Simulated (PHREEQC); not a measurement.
A solution holds 0.0073 mol NaHCO3 and 0.066 mol Na2CO3 per kg of water, at 85 °C. Closed to the air; pH follows from the charge balance.

Model: ion-association model, phreeqc.dat, run in PHREEQC.

```csv
quantity,before,after
pH,9.73,8.88
ionic strength (mol/kgw),0.0915,0.107
HCO3- (mol/kgw),0.00939,0.0336
CO3-2 (mol/kgw),0.00808,0.00427
```

Q: Which change was made?
A. 0.027 mol/kgw HF added
B. Na2CO3 from 0.066 to 0.132 mol/kgw
C. diluted 5-fold with water
D. NaHCO3 replaced by Na2HPO4 at the same molality
E. NaHCO3 left out

A: A, 0.027 mol/kgw HF added

Precipitation was switched off in this run. Away from 25 °C the constants follow the database's enthalpies or fits; those with neither stay at their 25 °C values.
